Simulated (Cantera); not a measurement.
# Stirred combustor or abatement burner

A perfectly stirred reactor is fed with 4.62 % CH4, 20.1 % O2, 75.3 % N2, equivalence ratio 0.46, at 0.444 atm; it is adiabatic with a 650 K inlet, and is followed from long to short residence time, starting on the burning branch (τ in s: 0.029, 0.012, 0.0046, 0.0019, 0.00074, 0.0003, 0.00012, 4.8e-05, 1.9e-05).

Detailed kinetics in Cantera: GRI-Mech 3.0 (53 species, 325 reactions).

```csv
τ (s),T (K),x CH4,x O2,x HCN,x H,x OH,x HO2,x CO2
0.029,1667,3.33e-5,0.108,2.22e-9,0.000129,0.00193,4.03e-6,0.0451
0.012,1652,5.84e-5,0.108,3.49e-9,0.000285,0.00243,6.51e-6,0.0442
0.0046,1626,0.000112,0.109,6.40e-9,0.000633,0.00299,1.06e-5,0.0425
0.0019,1588,0.000220,0.110,1.16e-8,0.00119,0.00338,1.63e-5,0.0398
0.00074,1525,0.000541,0.113,2.26e-8,0.00190,0.00341,2.72e-5,0.0341
0.00030,650,0.0462,0.201,<1e-12,<1e-12,<1e-12,<1e-12,<1e-12
0.00012,650,0.0462,0.201,<1e-12,<1e-12,<1e-12,<1e-12,<1e-12
4.8e-5,650,0.0462,0.201,<1e-12,<1e-12,<1e-12,<1e-12,<1e-12
1.9e-5,650,0.0462,0.201,<1e-12,<1e-12,<1e-12,<1e-12,<1e-12
```
x: mole fraction; the columns are a selection and need not sum to one.
